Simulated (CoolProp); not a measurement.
Vinyl chloride along the isobar 228 bar: density (kg/m³) from the reference equation and from simpler models built on Tc = 425.0 K, pc = 56.00 bar, ω = 0.160; each cubic takes its own stable root.

Model: reference Helmholtz-energy equation of state, Thol 2022, in CoolProp.

```json
[
 {"T (K)": "146.4", "phase": "liquid", "reference": "1188"},
 {"T (K)": "157", "phase": "liquid", "reference": "1168"},
 {"T (K)": "167.6", "phase": "liquid", "reference": "1149"},
 {"T (K)": "178.2", "phase": "liquid", "reference": "1130"},
 {"T (K)": "188.8", "phase": "liquid", "reference": "1112"},
 {"T (K)": "199.4", "phase": "liquid", "reference": "1094"},
 {"T (K)": "210", "phase": "liquid", "reference": "1077"},
 {"T (K)": "220.5", "phase": "liquid", "reference": "1060"},
 {"T (K)": "231.1", "phase": "liquid", "reference": "1043"},
 {"T (K)": "241.7", "phase": "liquid", "reference": "1027"},
 {"T (K)": "252.3", "phase": "liquid", "reference": "1010"},
 {"T (K)": "262.9", "phase": "liquid", "reference": "994.1"},
 {"T (K)": "273.5", "phase": "liquid", "reference": "977.8"},
 {"T (K)": "284.1", "phase": "liquid", "reference": "961.5"},
 {"T (K)": "294.7", "phase": "liquid", "reference": "945.3"}
]
```

**Question.** How far does each simpler model (van der Waals, Redlich-Kwong, Soave-Redlich-Kwong) lie from the reference over these 15 states: mean and median of the absolute difference, and the worst?

**Answer.** 
- van der Waals: mean 36.5 %, median 36.4 %, worst -39.7 % at 146.4 K and 228 bar
- Redlich-Kwong: mean 8.3 %, median 7.8 %, worst -11.3 % at 146.4 K and 228 bar
- Soave-Redlich-Kwong: mean 7.7 %, median 7.2 %, worst -11.4 % at 146.4 K and 228 bar
